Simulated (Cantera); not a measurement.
Mixture: H₂ : O₂ : N₂ = 1 : 1 : 3.76 (molar parts), equivalence ratio 0.50, at 20.0 bar, adiabatic and at constant pressure. Ignition delay is the time to a rise of 400 K.

Model: the H2/O2 subset of GRI-Mech 3.0, which has no nitrogen chemistry, integrated in Cantera. The hydrogen kinetics of GRI-Mech 3.0 are dated; newer H2 mechanisms differ, most at raised pressure. The pressure lies above the range GRI-Mech 3.0 was tuned for (to about 10 atm). Below about 950 K walls govern HO2 and H2O2 in real vessels.

**Question.** What does this change do: pressure from 20.0 bar to 1.01 bar?

**Answer.** 
```
quantity           before     after
---------------  --------  --------
delay at 900 K    0.107 s   0.320 s
delay at 975 K    15.9 ms  0.634 ms
delay at 1050 K   3.01 ms  0.147 ms
delay at 1125 K  0.661 ms   78.1 µs
delay at 1200 K  0.153 ms   51.2 µs
delay at 1275 K   30.6 µs   37.8 µs
delay at 1350 K   4.27 µs   30.5 µs
```
Where the delays flatten at high temperature, the 400 K rule measures the pace of heat release, not the induction time.

**Question.** What does this change do: N2 3.76 to 7.4 parts?

**Answer.** 
| quantity | before | after |
|---|---|---|
| delay at 900 K | 0.107 s | 0.156 s |
| delay at 975 K | 15.9 ms | 23.2 ms |
| delay at 1050 K | 3.01 ms | 4.39 ms |
| delay at 1125 K | 0.661 ms | 0.962 ms |
| delay at 1200 K | 0.153 ms | 0.221 ms |
| delay at 1275 K | 30.6 µs | 43.5 µs |
| delay at 1350 K | 4.27 µs | 6.71 µs |
| apparent activation energy between 1200 and 1350 K | 320 kJ/mol | 310 kJ/mol |
